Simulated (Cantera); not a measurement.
An adiabatic, constant-pressure homogeneous reactor starts with H₂ : O₂ : N₂ = 1 : 1.04 : 3.92 (molar parts), equivalence ratio 0.48, at 1448 K and 1.01 bar. Integrator tolerance rtol = 1e-08.

Model: GRI-Mech 3.0 (53 species, 325 reactions), integrated in Cantera.

### Question
What does this change do: H2 1 to 2.3 parts?

### Answer
```csv
quantity,before,after
time of steepest temperature rise,16.8 µs,15.5 µs
temperature at 0.200 s,2478 K,2847 K
equilibrium temperature,2478 K,2847 K
x(H₂) at 0.200 s,0.00308 (gas-phase equilibrium 0.00308),0.0682 (gas-phase equilibrium 0.0682)
x(O₂) at 0.200 s,0.0877 (gas-phase equilibrium 0.0877),0.00968 (gas-phase equilibrium 0.00968)
x(NO) at 0.200 s,0.0136 (gas-phase equilibrium 0.0136),0.00736 (gas-phase equilibrium 0.00736)
x(H₂O) at 0.200 s,0.171 (gas-phase equilibrium 0.171),0.258 (gas-phase equilibrium 0.258)
x(O) at 0.200 s,0.00384 (gas-phase equilibrium 0.00384),0.00639 (gas-phase equilibrium 0.00639)
```

### Question
What does this change do: initial temperature 1448 to 1275 K?

### Answer
```json
[
 {"quantity": "time of steepest temperature rise", "before": "16.8 µs", "after": "32.9 µs"},
 {"quantity": "temperature at 0.200 s", "before": "2478 K", "after": "2366 K"},
 {"quantity": "equilibrium temperature", "before": "2478 K", "after": "2365 K"},
 {"quantity": "x(H₂) at 0.200 s", "before": "0.00308 (gas-phase equilibrium 0.00308)", "after": "0.00174 (gas-phase equilibrium 0.00174)"},
 {"quantity": "x(O₂) at 0.200 s", "before": "0.0877 (gas-phase equilibrium 0.0877)", "after": "0.0903 (gas-phase equilibrium 0.0903)"},
 {"quantity": "x(NO) at 0.200 s", "before": "0.0136 (gas-phase equilibrium 0.0136)", "after": "0.0111 (gas-phase equilibrium 0.0112)"},
 {"quantity": "x(H₂O) at 0.200 s", "before": "0.171 (gas-phase equilibrium 0.171)", "after": "0.175 (gas-phase equilibrium 0.175)"},
 {"quantity": "x(O) at 0.200 s", "before": "0.00384 (gas-phase equilibrium 0.00384)", "after": "0.00216 (gas-phase equilibrium 0.00216)"}
]
```
